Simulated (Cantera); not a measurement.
Input: 1 mol MgCO₃, 0.36 mol O₂, 0.041 mol H₂O, 0.24 mol SO₃, at 1102 °C and 610000 Pa.

Method: chemical equilibrium by Gibbs-energy minimisation in Cantera with the NASA 1993 tables (ideal gas, pure condensed phases). Candidate condensed phases: C, C₆H₆, C₇H₈, C₈H₁₈, H₂O, H₂SO₄, Mg, MgCO₃, MgO, Mg(OH)₂, MgS, MgSO₄, S; 130 gas species. Mutual solubility and eutectic melting of coexisting phases are not modelled. Rates play no part.

Base state: CO₂ 0.637, O₂ 0.263, SO₂ 0.0674, H₂O 0.0261, SO₃ 0.00642 (mole fractions); condensed: MgO(s) + MgSO₄(s).

**Question.** What changes in the equilibrium state with this change: SO₃ from 0.24 to 1.3 mol?

**Answer.** 
```csv
species,before,after
CO₂,0.637,0.544
O₂,0.263,0.270
SO₂,0.0674,0.149
SO₃,0.00642,0.0144
H₂O,0.0261,0.0223
"MgO(s), mol",0.876,0
"MgSO₄(s), mol",0.124,1.00
```

**Question.** What changes in the equilibrium state with this change: temperature from 1102 °C to 1575 °C?

**Answer.** 
```json
[
 {"species": "CO₂", "before": "0.637", "after": "0.568"},
 {"species": "O₂", "before": "0.263", "after": "0.272"},
 {"species": "SO₂", "before": "0.0674", "after": "0.135"},
 {"species": "H₂O", "before": "0.0261", "after": "0.0231"},
 {"species": "CO", "before": "3.18e-7", "after": "0.000147"},
 {"species": "O", "before": "1.32e-7", "after": "4.00e-5"},
 {"species": "OH", "before": "8.21e-6", "after": "0.000299"},
 {"species": "SO₃", "before": "0.00642", "after": "0.00155"},
 {"species": "MgO(s), mol", "before": "0.876", "after": "1.00"},
 {"species": "MgSO₄(s), mol", "before": "0.124", "after": "0"}
]
```
